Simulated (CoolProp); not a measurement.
Values from CoolProp's reference Helmholtz-energy equation of state, Zhou 2011.

Problem. For dimethyl carbonate, give the phase and the cp (kJ/(kg K)), cv (kJ/(kg K)) at 572 K and 0.982 bar; 572 K and 10.8 bar; 572 K and 45.6 bar.

Solution. 
- 572 K and 0.982 bar: gas; cp 1.82, cv 1.72
- 572 K and 10.8 bar: gas; cp 1.86, cv 1.73
- 572 K and 45.6 bar: gas; cp 2.67, cv 1.82
